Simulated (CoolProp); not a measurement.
The numbers come from the reference Helmholtz-energy equation of state, Polt 1992 in CoolProp. This equation is an older, rougher fit; its heat capacities, sound speeds and derivatives of the liquid may be far off and weren't checked against measurements.

Q: Give the vapour pressure (MPa), liquid density (kg/m³), enthalpy of vaporisation (kJ/kg) of saturated propyne at 302.4, 330.4, 339.8 K.

A: 
```tsv
T (K)	p (MPa)	liquid density (kg/m³)	enthalpy of vaporisation (kJ/kg)
302.4	0.657	604	460
330.4	1.35	556	412
339.8	1.68	539	391
```
